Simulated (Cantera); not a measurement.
A Cantera script and its output.

```python
import numpy as np
import cantera as ct

surf = ct.Interface("ptcombust.yaml", "Pt_surf")
gas = surf.adjacent["gas"]
gas.TPX = 300, 37000, {'CH4': 0.026, 'O2': 0.058, 'N2': 0.79}
jet = ct.ImpingingJet(gas=gas, width=0.068, surface=surf)
jet.inlet.mdot, jet.inlet.T, jet.inlet.X = 0.098, 300, {'CH4': 0.026, 'O2': 0.058, 'N2': 0.79}
jet.set_refine_criteria(ratio=10, slope=0.2, curve=0.3)
show, cover = ['CH4', 'O2', 'H2O', 'OH', 'CO', 'CO2'], ["PT(S)", "H(S)", "O(S)", "OH(S)", "CO(S)", "C(S)"]

rows = []
print(f"{'Ts/K':>7s}" + "".join(f"{s:>11s}" for s in show + cover) + "   (gas at the wall, coverages)")
for i, Ts in enumerate([950, 1000, 1050, 1100, 1150, 1200, 1250, 1300]):
    jet.surface.T = Ts
    if i == 0:
        surf.TP = Ts, 37000
        surf.coverages = "PT(S):0.5, O(S):0.5"
        surf.advance_coverages(1.0)
        jet.set_initial_guess(products="inlet")
    jet.solve(loglevel=0, auto=(i == 0))
    rows.append([*(jet.X[gas.species_index(s), -1] for s in show), *surf[cover].coverages])
    print(f"{Ts:7g}" + "".join(f"{x:11.3e}" for x in rows[-1]))
```

Result:

```
   Ts/K        CH4         O2        H2O         OH         CO        CO2      PT(S)       H(S)       O(S)      OH(S)      CO(S)       C(S)   (gas at the wall, coverages)
    950  4.965e-03  1.393e-02  4.606e-02  5.453e-08  2.900e-06  3.032e-02  3.075e-01  5.800e-07  6.892e-01  3.256e-03  1.380e-05  6.599e-08
   1000  3.012e-03  9.828e-03  4.957e-02  1.344e-07  2.502e-06  3.267e-02  3.999e-01  1.244e-06  5.971e-01  2.983e-03  8.864e-06  5.539e-08
   1050  2.058e-03  7.838e-03  5.122e-02  3.029e-07  2.376e-06  3.381e-02  4.848e-01  2.304e-06  5.126e-01  2.617e-03  5.881e-06  4.678e-08
   1100  1.530e-03  6.756e-03  5.208e-02  6.284e-07  2.419e-06  3.441e-02  5.625e-01  3.906e-06  4.352e-01  2.248e-03  4.097e-06  4.059e-08
   1150  1.211e-03  6.137e-03  5.254e-02  1.215e-06  2.603e-06  3.474e-02  6.324e-01  6.210e-06  3.656e-01  1.907e-03  3.000e-06  3.633e-08
   1200  1.008e-03  5.795e-03  5.279e-02  2.209e-06  2.928e-06  3.490e-02  6.939e-01  9.386e-06  3.044e-01  1.605e-03  2.300e-06  3.346e-08
   1250  8.709e-04  5.628e-03  5.289e-02  3.798e-06  3.412e-06  3.495e-02  7.474e-01  1.364e-05  2.513e-01  1.344e-03  1.839e-06  3.166e-08
   1300  7.756e-04  5.595e-03  5.289e-02  6.223e-06  4.088e-06  3.492e-02  7.929e-01  1.918e-05  2.060e-01  1.122e-03  1.524e-06  3.062e-08
```

Computed with Cantera and Deutschmann's 1995 Pt surface mechanism with GRI-Mech 3.0 gas chemistry. Catalytic surfaces can have several steady states; this one follows from the mechanism file's or the stated starting coverage.
